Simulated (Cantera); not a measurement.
Input (Python, Cantera) and output of one run.

```python
import numpy as np
import cantera as ct

gas_names = [...]  # 109 gases of nasa_gas.yaml made of C, Cl, H, Si
cond_names = """
    C(gr) C6H6(L) C7H8(L) C8H18(L),n-octa Si(cr) Si(L) SiC(b)
""".split()


# ... load() reads the species with a 1 bar reference pressure and builds the phases ...
atoms = {
    '(CH3)2SiCl2': {'C': 2, 'H': 6, 'Si': 1, 'CL': 2},
    'CH4': {'C': 1, 'H': 4},
    'H2': {'H': 2},
}
top_T = {'C(gr)': 4500, 'SiC(b)': 3050}  # K; cautious upper limits of use, not melting points


# ... equilibrate(T, P, feed) seeds the gas with the atoms and calls Mixture.equilibrate('TP', solver="vcs", rtol=1e-11, max_steps=5000) ...
results = []
feed = {'(CH3)2SiCl2': 1, 'CH4': 0.03, 'H2': 16}  # mol
P = 630  # Pa
for T in [1500, 1550, 1600, 1650, 1700, 1750, 1800, 1850, 1900, 1950, 2000, 2050]:
    mix = equilibrate(T, P, feed)
    results.append((T, P, feed, dict(zip(mix.species_names, mix.species_moles))))

top = {s: max(r[3][s] / sum(r[3][g] for g in gas_names) for r in results) for s in gas_names}
cols = sorted((s for s in top if top[s] > 1e-06), key=lambda s: -top[s])[:7]
seen = [c for c in cond_names if any(r[3].get(c, 0) > 1e-12 for r in results)]
print("log10 of partial pressures in bar; condensed amounts in mol")
print(f"{'T/K':>10s}" + "".join(f"{s[:9]:>10s}" for s in cols + seen))
for T, P, feed, n in results:
    ng = sum(n[g] for g in gas_names)
    print(f"{T:10.4g}" + "".join(f"{np.log10(max(n[s] / ng * P / 1e5, 1e-99)):10.3f}" for s in cols)
          + "".join(f"{n.get(c, 0):10.4g}" for c in seen))
```

Result:

```
log10 of partial pressures in bar; condensed amounts in mol
       T/K        H2       HCL         H        CL     SiCL2 C2H2,acet        Si     C(gr)    SiC(b)
      1500    -2.246    -3.204    -5.878    -6.929    -5.793    -7.291   -10.115     1.035    0.9948
      1550    -2.246    -3.205    -5.625    -6.682    -5.696    -7.041    -9.534     1.036    0.9935
      1600    -2.246    -3.206    -5.388    -6.449    -5.606    -6.807    -8.989     1.037     0.992
      1650    -2.247    -3.207    -5.165    -6.231    -5.522    -6.587    -8.478     1.038    0.9903
      1700    -2.247    -3.208    -4.955    -6.026    -5.444    -6.381    -7.997     1.039    0.9884
      1750    -2.247    -3.210    -4.757    -5.832    -5.371    -6.187    -7.544      1.04    0.9862
      1800    -2.248    -3.212    -4.570    -5.650    -5.303    -6.004    -7.116      1.04    0.9836
      1850    -2.249    -3.214    -4.393    -5.477    -5.240    -5.831    -6.712      1.04    0.9805
      1900    -2.250    -3.217    -4.226    -5.315    -5.182    -5.668    -6.329      1.04    0.9766
      1950    -2.252    -3.221    -4.067    -5.161    -5.128    -5.515    -5.967     1.039     0.971
      2000    -2.255    -3.226    -3.916    -5.015    -5.079    -5.370    -5.622     1.039    0.9623
      2050    -2.259    -3.232    -3.774    -4.878    -5.034    -5.233    -5.295     1.042    0.9477
```

Cantera equilibrium calculation (NASA polynomials, part measured and part estimated; ideal gas, pure solids and liquids). The feed counts by its element totals alone. The tables' values for SiCl are old estimates; treat these amounts as uncertain.
